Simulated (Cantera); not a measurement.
## Premixed flame

A freely propagating, adiabatic, planar premixed flame of H2 : O2 : N2 = 1 : 0.208 : 0.583 (molar parts), equivalence ratio 2.4, unburnt at 573 K and 75.0 Torr; unity-Lewis-number transport, grid criteria slope 0.08 and curve 0.16, no radiation.

Cantera simulation using the H2/O2 subset of GRI-Mech 3.0, which has no nitrogen chemistry; the numbers are that mechanism's predictions, not measurements. Unity Lewis numbers drop preferential diffusion, which matters most where H2 and H carry the flame. Burning velocities carry a grid error of a few per cent, more on coarse grids.

```json
[
 {"z (mm)": "-23.0", "T (K)": "573", "u (m/s)": "4.21", "x H2": "0.558", "x O2": "0.116", "x OH": "<1e-8", "x H2O": "<1e-8", "x O": "<1e-8", "x H": "<1e-8"},
 {"z (mm)": "-15.3", "T (K)": "573", "u (m/s)": "4.21", "x H2": "0.558", "x O2": "0.116", "x OH": "<1e-8", "x H2O": "<1e-8", "x O": "<1e-8", "x H": "<1e-8"},
 {"z (mm)": "-11.5", "T (K)": "573", "u (m/s)": "4.21", "x H2": "0.558", "x O2": "0.116", "x OH": "<1e-8", "x H2O": "8.69e-8", "x O": "<1e-8", "x H": "<1e-8"},
 {"z (mm)": "-7.66", "T (K)": "573", "u (m/s)": "4.22", "x H2": "0.558", "x O2": "0.116", "x OH": "<1e-8", "x H2O": "4.73e-6", "x O": "<1e-8", "x H": "2.18e-8"},
 {"z (mm)": "-3.83", "T (K)": "583", "u (m/s)": "4.29", "x H2": "0.557", "x O2": "0.115", "x OH": "4.09e-6", "x H2O": "0.00139", "x O": "3.65e-6", "x H": "0.000125"},
 {"z (mm)": "-1.92", "T (K)": "711", "u (m/s)": "5.18", "x H2": "0.536", "x O2": "0.105", "x OH": "0.000102", "x H2O": "0.0236", "x O": "0.000156", "x H": "0.00715"},
 {"z (mm)": "0", "T (K)": "1087", "u (m/s)": "7.77", "x H2": "0.380", "x O2": "0.0431", "x OH": "0.00119", "x H2O": "0.149", "x O": "0.00261", "x H": "0.0896"},
 {"z (mm)": "1.92", "T (K)": "1321", "u (m/s)": "9.33", "x H2": "0.275", "x O2": "0.00327", "x OH": "0.00208", "x H2O": "0.232", "x O": "0.00156", "x H": "0.147"},
 {"z (mm)": "3.83", "T (K)": "1419", "u (m/s)": "9.95", "x H2": "0.276", "x O2": "0.000599", "x OH": "0.00258", "x H2O": "0.239", "x O": "0.00119", "x H": "0.139"},
 {"z (mm)": "7.66", "T (K)": "1533", "u (m/s)": "10.7", "x H2": "0.288", "x O2": "0.000451", "x OH": "0.00324", "x H2O": "0.241", "x O": "0.00117", "x H": "0.122"},
 {"z (mm)": "15.3", "T (K)": "1663", "u (m/s)": "11.4", "x H2": "0.301", "x O2": "0.000385", "x OH": "0.00384", "x H2O": "0.243", "x O": "0.00106", "x H": "0.102"},
 {"z (mm)": "30.6", "T (K)": "1796", "u (m/s)": "12.2", "x H2": "0.315", "x O2": "0.000289", "x OH": "0.00416", "x H2O": "0.246", "x O": "0.000838", "x H": "0.0818"},
 {"z (mm)": "61.3", "T (K)": "1924", "u (m/s)": "12.9", "x H2": "0.328", "x O2": "0.000190", "x OH": "0.00407", "x H2O": "0.249", "x O": "0.000576", "x H": "0.0623"}
]
```
x: mole fraction of selected species; z is measured from the peak of heat release.

The laminar burning velocity is 421 cm/s and the thermal thickness is 7.66 mm. The peak x(OH) is 0.00418 and the peak x(O) is 0.00285. The peak x(H) is 0.147. The grid points comes out as 130.
